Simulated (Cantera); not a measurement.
An isothermal, constant-pressure homogeneous reactor starts with NH3 : H2 = 1 : 0.14 (molar parts), at 1600 K and 1.10 bar. Integrator tolerance rtol = 1e-08.

Computed with Cantera and the gas-phase N/H chemistry of the illustrative SiF4/NH3 mechanism in the Surface Chemkin manual (1991). Walls and surfaces, which speed up NH3 decomposition in real reactors, are not modelled.

Question: What does this change do: pressure from 1.10 bar to 0.0510 bar?

Answer: 
```csv
quantity,before,after
x(NH3) at 20.0 s,0.172 (gas-phase equilibrium 1.64e-5),0.568 (gas-phase equilibrium 7.62e-7)
x(H2) at 20.0 s,0.640 (gas-phase equilibrium 0.766),0.349 (gas-phase equilibrium 0.766)
x(H) at 20.0 s,3.48e-5 (gas-phase equilibrium 4.57e-5),2.73e-5 (gas-phase equilibrium 0.000212)
x(NH) at 20.0 s,8.96e-8 (gas-phase equilibrium 1.03e-11),5.84e-7 (gas-phase equilibrium 1.03e-11)
x(NH2) at 20.0 s,2.23e-5 (gas-phase equilibrium 2.33e-9),0.000106 (gas-phase equilibrium 5.02e-10)
```
